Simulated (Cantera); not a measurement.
An isothermal, constant-pressure homogeneous reactor starts with 8.60 % H2, 8.96 % O2, 81.5 % N2, 0.896 % H2O, equivalence ratio 0.48, at 925 K and 13300 Pa.

Detailed kinetics in Cantera: the H2/O2 subset of GRI-Mech 3.0, which has no nitrogen chemistry. Radical loss at walls, strong at low pressure, is not modelled. Below about 950 K walls govern HO2 and H2O2 in real vessels. The temperature is held fixed by assumption; the heat of reaction is taken as removed at once.

x: mole fraction; the columns are a selection and need not sum to one.

```tsv
t (s)	x H2	x O2	x H2O2	x H2O	x HO2	x H
7.00e-6	0.0860	0.0896	<1e-12	0.00896	<1e-12	<1e-12
2.88e-5	0.0860	0.0896	<1e-12	0.00896	2.39e-12	2.27e-12
0.000118	0.0860	0.0896	<1e-12	0.00896	1.06e-11	1.04e-11
0.000487	0.0860	0.0896	<1e-12	0.00896	6.96e-11	1.14e-10
0.00201	0.0860	0.0896	3.47e-11	0.00896	4.76e-8	[?]
0.00825	0.00291	0.0500	8.15e-7	0.0958	9.04e-6	[?]
0.0339	0.000417	0.0489	4.65e-7	0.0988	4.15e-6	[?]
0.140	7.66e-5	0.0487	2.45e-7	0.0992	1.39e-6	[?]
0.574	6.49e-6	0.0487	3.28e-8	0.0992	1.65e-7	[?]
2.36	1.40e-7	0.0487	5.23e-9	0.0993	5.76e-9	9.17e-11
9.72	1.48e-9	0.0487	1.05e-9	0.0993	4.76e-10	2.69e-12
40.0	2.13e-10	0.0487	2.46e-10	0.0993	1.08e-10	<1e-12
```

### Question
Complete the blanks.

### Answer

- 0.00201, x H: 1.33e-7
- 0.00825, x H: 0.000531
- 0.0339, x H: 4.44e-6
- 0.140, x H: 2.43e-7
- 0.574, x H: 8.05e-9
